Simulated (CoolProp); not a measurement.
Computed with CoolProp (reference Helmholtz-energy equation of state, Thol 2016).

### Question
Give the vapour pressure (bar), liquid density (kg/m³), enthalpy of vaporisation (kJ/kg), vapour Z of saturated hexamethyldisiloxane (MM) at 296.7, 347.6 K.

### Answer
```csv
T (K),p (bar),liquid density (kg/m³),enthalpy of vaporisation (kJ/kg),vapour Z
296.7,0.0518,761,230,0.992
347.6,0.444,705,206,0.965
```
